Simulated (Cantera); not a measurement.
Feed: 1 mol MgF₂, 0.12 mol H₂, at 0.960 Pa.

These are equilibrium values from Cantera (NASA tables, ideal gas, pure condensed phases), not measurements of a reactor. Candidate condensed phases: Mg, MgF₂; 17 gas species. Equilibrium is a limit: real reactors are often held back by kinetics, nucleation or transport.

x: gas mole fraction; n: condensed amount in mol.

```tsv
T (°C)	x H₂	x MgF₂	x HF	x MgF	x Mg	x F	n MgF₂(s)
852	0.996	0.000249	0.00226	1.49e-5	0.00112	<1e-12	1.000
952	0.967	0.00681	0.0174	0.000336	0.00855	4.33e-12	0.998
1052	0.749	0.111	0.0914	0.00447	0.0435	3.67e-10	0.976
1152	0.0354	0.761	0.129	0.0183	0.0555	2.35e-8	0
1252	___	0.720	___	___	0.0708	___	0
1352	0.00374	0.699	0.185	0.0348	0.0753	4.36e-6	0
1452	0.000975	0.691	0.190	0.0425	0.0737	4.11e-5	0
1552	0.000276	0.686	0.191	0.0503	0.0703	0.000308	0
1652	___	0.680	0.190	___	0.0670	___	0
1752	3.18e-5	0.667	0.188	0.0665	0.0656	0.00943	0
1852	1.39e-5	0.627	0.182	0.0773	0.0712	0.0378	0
```

Q: Some entries are withheld; supply them.

A: 
- 1652, x H₂: 8.76e-5
- 1652, x MgF: 0.0580
- 1652, x F: 0.00188
- 1252, x H₂: 0.0135
- 1252, x HF: 0.168
- 1252, x MgF: 0.0267
- 1252, x F: 3.63e-7
